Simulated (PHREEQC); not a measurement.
Make-up at 25 °C: 85 mmol/kgw FeCl3, 0.92 mmol/kgw Cu(NO3)2 and 0.8 mmol/kgw Pb(NO3)2. Closed to the air; pH follows from the charge balance.

Computed with PHREEQC (ion-association model, wateq4f.dat).

No solid was allowed to form.

Question: What pH, ionic strength does the model give?

Answer: pH 1.88; ionic strength 0.351 mol/kgw.

Question: In which forms is Cu present?

Answer: Cu+2 87 %, CuCl+ 13 %, CuCl2 0.6 % of the Cu.

Saturation is exceeded, for instance for Hematite (slow to form), Goethite (slow to form); the values hold only as long as no solid forms. Species that the database lacks are ignored.
